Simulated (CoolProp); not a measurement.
Vapour-liquid equilibrium of R143a (1) + R1234yf (2) at 172.6 K; x and y are mole fractions of (1).

The numbers come from the multi-fluid Helmholtz-energy mixture model, Lemmon and Jacobsen 2000 and Lemmon 2022; pair parameters Bell 2016 in CoolProp.

### Question
Give the bubble pressure and the first vapour's composition at x = 0.575, 0.65, 0.875. Is there an azeotrope?

### Answer
x = 0.575: 0.002295 MPa, y = 0.820; x = 0.65: 0.002451 MPa, y = 0.858; x = 0.875: 0.002914 MPa, y = 0.955. No azeotrope shows between x = 0.05 and 0.95.

Pair parameters are fitted to limited data, so mixtures are less certain than the pure fluids.
